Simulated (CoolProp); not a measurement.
Vapour-liquid equilibrium of nitrogen (1) + carbon monoxide (2) at 16.1 bar; x and y are mole fractions of (1).

The numbers come from the multi-fluid Helmholtz-energy mixture model, Span 2000 and Lemmon 2006; pair parameters Gernert 2013 in CoolProp.

```json
[
 {"x": "0.05", "bubble temperature (°C)": "-156.4", "y at the bubble point": "0.061", "dew temperature at overall composition x (°C)": "-156.3", "liquid density (mol/L)": "21.37"},
 {"x": "0.125", "bubble temperature (°C)": "-156.9", "y at the bubble point": "0.150", "dew temperature at overall composition x (°C)": "-156.7", "liquid density (mol/L)": "21.40"},
 {"x": "0.2", "bubble temperature (°C)": "-157.4", "y at the bubble point": "0.236", "dew temperature at overall composition x (°C)": "-157.2", "liquid density (mol/L)": "21.43"},
 {"x": "0.275", "bubble temperature (°C)": "-157.9", "y at the bubble point": "0.319", "dew temperature at overall composition x (°C)": "-157.6", "liquid density (mol/L)": "21.46"},
 {"x": "0.35", "bubble temperature (°C)": "-158.3", "y at the bubble point": "0.399", "dew temperature at overall composition x (°C)": "-158.0", "liquid density (mol/L)": "21.49"},
 {"x": "0.425", "bubble temperature (°C)": "-158.8", "y at the bubble point": "0.476", "dew temperature at overall composition x (°C)": "-158.5", "liquid density (mol/L)": "21.52"},
 {"x": "0.5", "bubble temperature (°C)": "-159.2", "y at the bubble point": "0.550", "dew temperature at overall composition x (°C)": "-158.9", "liquid density (mol/L)": "21.54"},
 {"x": "0.575", "bubble temperature (°C)": "-159.6", "y at the bubble point": "0.621", "dew temperature at overall composition x (°C)": "-159.3", "liquid density (mol/L)": "21.56"},
 {"x": "0.65", "bubble temperature (°C)": "-160.0", "y at the bubble point": "0.691", "dew temperature at overall composition x (°C)": "-159.8", "liquid density (mol/L)": "21.59"},
 {"x": "0.725", "bubble temperature (°C)": "-160.4", "y at the bubble point": "0.759", "dew temperature at overall composition x (°C)": "-160.2", "liquid density (mol/L)": "21.61"},
 {"x": "0.8", "bubble temperature (°C)": "-160.7", "y at the bubble point": "0.825", "dew temperature at overall composition x (°C)": "-160.6", "liquid density (mol/L)": "21.64"},
 {"x": "0.875", "bubble temperature (°C)": "-161.0", "y at the bubble point": "0.891", "dew temperature at overall composition x (°C)": "-160.9", "liquid density (mol/L)": "21.66"},
 {"x": "0.95", "bubble temperature (°C)": "-161.3", "y at the bubble point": "0.956", "dew temperature at overall composition x (°C)": "-161.3", "liquid density (mol/L)": "21.69"}
]
```

No azeotrope shows between x = 0.05 and 0.95.

The pair parameters rest on a limited set of measurements; away from them the model extrapolates.
